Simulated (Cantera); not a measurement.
A Cantera script and what it prints.

```python
import numpy as np
import cantera as ct

gas_names = """
    H HNO HNO2 HNO3 HO2 H2 H2O H2O2 H2S H2SO4 N NH NH2 NH3 NH2OH NO NO2 NO3 N2 N2H2 N2H4 N2O O OH O2 O3
    S SH SN SO SO2 SO3 S2 S2O S8
""".split()
cond_names = """
    H2O(s) H2O(L) H2SO4(L) S(cr1) S(cr2) S(L)
""".split()


def load(file, names, dense=False):
    # The tables refer to 1 bar. Condensed volumes are neglected.
    table = {s.name: s for s in ct.Species.list_from_file(file)}
    out = []
    for n in names:
        d = dict(table[n].input_data)
        d["thermo"] = dict(d["thermo"], **{"reference-pressure": 1e5})
        if dense:
            d["equation-of-state"] = {"model": "constant-volume", "density": "1e6 g/cm^3"}
        out.append(ct.Species.from_dict(d))
    return out


gas = ct.Solution(thermo="ideal-gas", species=load("nasa_gas.yaml", gas_names))
cond = {s.name: ct.Solution(thermo="fixed-stoichiometry", species=[s], name=s.name)
        for s in load("nasa_condensed.yaml", cond_names, dense=True)}
atoms = {
    'NH3': {'N': 1, 'H': 3},
    'SO2': {'S': 1, 'O': 2},
    'O2': {'O': 2},
}
top_T = {}  # K; cautious upper limits of use, not melting points


def equilibrate(T, P, feed):
    n = {}
    for name, mol in feed.items():
        for a, k in atoms[name].items():
            n[a] = n.get(a, 0.0) + k * mol
    gas.TPX = T, P, n
    mass = sum(n.values()) * gas.mean_molecular_weight
    gas.equilibrate("TP")
    valid = [c for c in cond.values() if c.min_temp <= T <= top_T.get(c.name, c.max_temp)]
    mix = ct.Mixture([(gas, mass / gas.mean_molecular_weight)] + [(c, 0.0) for c in valid])
    mix.T, mix.P = T, P
    mix.equilibrate("TP", solver="vcs", rtol=1e-11, max_steps=5000)
    return mix


results = []
feed = {'NH3': 1, 'SO2': 0.015, 'O2': 8.9}  # mol
T = 3023.15  # K
for P in [10, 200, 3900, 77000, 1500000, 30000000]:
    mix = equilibrate(T, P, feed)
    results.append((T, P, feed, dict(zip(mix.species_names, mix.species_moles))))
    x = sorted(zip(gas.X, gas.species_names), reverse=True)
    print(f"T = {T:g} K  P = {P:g} Pa  gas = {mix.phase_moles(0):.4g} mol")
    print("   x: " + "  ".join(f"{s} {v:.3e}" for v, s in x if v > 1e-06))
    print("   condensed (mol): " + ("  ".join(f"{mix.phase(i).name} {mix.phase_moles(i):.4g}"
          for i in range(1, mix.n_phases) if mix.phase_moles(i) > 1e-12) or "none"))
```

Result:

```
T = 3023.15 K  P = 10 Pa  gas = 21.22 mol
   x: O 8.291e-01  H 1.406e-01  N2 2.282e-02  O2 4.581e-03  NO 1.234e-03  S 6.744e-04  OH 6.643e-04  N 2.440e-04  H2 6.882e-05  SO 3.210e-05
   condensed (mol): none
T = 3023.15 K  P = 200 Pa  gas = 19.57 mol
   x: O 7.455e-01  H 1.382e-01  O2 7.406e-02  N2 2.303e-02  OH 1.175e-02  NO 4.984e-03  H2 1.331e-03  S 3.813e-04  H2O 3.345e-04  SO 3.264e-04  SO2 5.798e-05  N 5.480e-05
   condensed (mol): none
T = 3023.15 K  P = 3900 Pa  gas = 14.04 mol
   x: O2 3.883e-01  O 3.865e-01  H 8.098e-02  OH 6.957e-02  N2 2.918e-02  H2O 2.264e-02  NO 1.284e-02  H2 8.907e-03  SO2 6.583e-04  SO 3.666e-04  S 4.236e-05  HO2 1.485e-05  N 1.397e-05  NO2 1.973e-06
   condensed (mol): none
T = 3023.15 K  P = 77000 Pa  gas = 11.15 mol
   x: O2 6.535e-01  O 1.129e-01  H2O 8.490e-02  OH 7.281e-02  N2 3.562e-02  NO 1.841e-02  H 1.470e-02  H2 5.795e-03  SO2 1.223e-03  SO 1.182e-04  HO2 8.958e-05  NO2 1.630e-05  N 3.473e-06  S 2.369e-06  H2O2 1.103e-06
   condensed (mol): none
T = 3023.15 K  P = 1.5e+06 Pa  gas = 10.44 mol
   x: O2 7.472e-01  H2O 1.196e-01  OH 4.254e-02  N2 3.771e-02  O 2.734e-02  NO 2.026e-02  H 1.820e-03  H2 1.730e-03  SO2 1.404e-03  HO2 2.470e-04  NO2 8.467e-05  SO 2.873e-05  H2O2 7.338e-06  SO3 4.077e-06  O3 3.479e-06  HNO2 2.284e-06  HNO 1.535e-06
   condensed (mol): none
T = 3023.15 K  P = 3e+07 Pa  gas = 10.25 mol
   x: O2 7.755e-01  H2O 1.347e-01  N2 3.817e-02  OH 2.154e-02  NO 2.076e-02  O 6.228e-03  SO2 1.438e-03  HO2 5.699e-04  H2 4.275e-04  NO2 3.954e-04  H 2.023e-04  H2O2 3.764e-05  HNO2 2.371e-05  SO3 1.903e-05  O3 1.645e-05  SO 6.458e-06  N2O 4.495e-06  HNO 3.497e-06
   condensed (mol): none
```

These are equilibrium values from Cantera (NASA tables, ideal gas, pure condensed phases), not measurements of a reactor. The ideal-gas law is rough above about 30 bar.
